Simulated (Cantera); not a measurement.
Input (Python, Cantera) and output of one run.

```python
import numpy as np
import cantera as ct

gas_names = """
    B BH BH2 BH3 BN BO BO2 B2 B2O B2O2 B2O3 B3O3H3 H HBO HBO2 HNO HNO2 HNO3 HO2 H2 H2O H2O2 H3B3O6 N NH
    NH2 NH3 NH2OH NO NO2 NO3 N2 N2H2 N2H4 N2O O OH O2 O3
""".split()
cond_names = """
    B(b) B(L) BN(s) B2O3(L) B3O3H3(cr) H2O(s) H2O(L)
""".split()


# ... load() reads the species with a 1 bar reference pressure and builds the phases ...
atoms = {
    'B2O3': {'B': 2, 'O': 3},
    'H2O': {'H': 2, 'O': 1},
    'N2': {'N': 2},
}
top_T = {'BN(s)': 3200}  # K; cautious upper limits of use, not melting points


# ... equilibrate(T, P, feed) seeds the gas with the atoms and calls Mixture.equilibrate('TP', solver="vcs", rtol=1e-11, max_steps=5000) ...
results = []
feed = {'B2O3': 1, 'H2O': 12, 'N2': 24}  # mol
T = 1350  # K
for P in [10, 37, 140, 520, 1900, 7200, 27000, 100000]:
    mix = equilibrate(T, P, feed)
    results.append((T, P, feed, dict(zip(mix.species_names, mix.species_moles))))

top = {s: max(r[3][s] / sum(r[3][g] for g in gas_names) for r in results) for s in gas_names}
cols = sorted((s for s in top if top[s] > 1e-06), key=lambda s: -top[s])[:5]
seen = [c for c in cond_names if any(r[3].get(c, 0) > 1e-12 for r in results)]
print("log10 of partial pressures in bar; condensed amounts in mol")
print(f"{'P/Pa':>10s}" + "".join(f"{s[:9]:>10s}" for s in cols + seen))
for T, P, feed, n in results:
    ng = sum(n[g] for g in gas_names)
    print(f"{P:10.4g}" + "".join(f"{np.log10(max(n[s] / ng * P / 1e5, 1e-99)):10.3f}" for s in cols)
          + "".join(f"{n.get(c, 0):10.4g}" for c in seen))
```

Output:

```
log10 of partial pressures in bar; condensed amounts in mol
      P/Pa        N2       H2O      HBO2    H3B3O6        H2   B2O3(L)
        10    -4.188    -4.527    -5.271   -11.183    -7.361         0
        37    -3.620    -3.959    -4.703    -9.478    -6.981         0
       140    -3.042    -3.381    -4.125    -7.745    -6.594         0
       520    -2.469    -2.800    -3.661    -6.352    -6.205    0.2181
      1900    -1.902    -2.219    -3.370    -5.481    -5.816    0.5808
      7200    -1.321    -1.631    -3.076    -4.599    -5.422    0.7698
   2.7e+04    -0.746    -1.052    -2.787    -3.731    -5.033    0.8535
     1e+05    -0.176    -0.482    -2.502    -2.876    -4.648    0.8714
```

Method: chemical equilibrium by Gibbs-energy minimisation in Cantera with the NASA 1993 tables (ideal gas, pure condensed phases). Gases not in the tables: H3BO3.
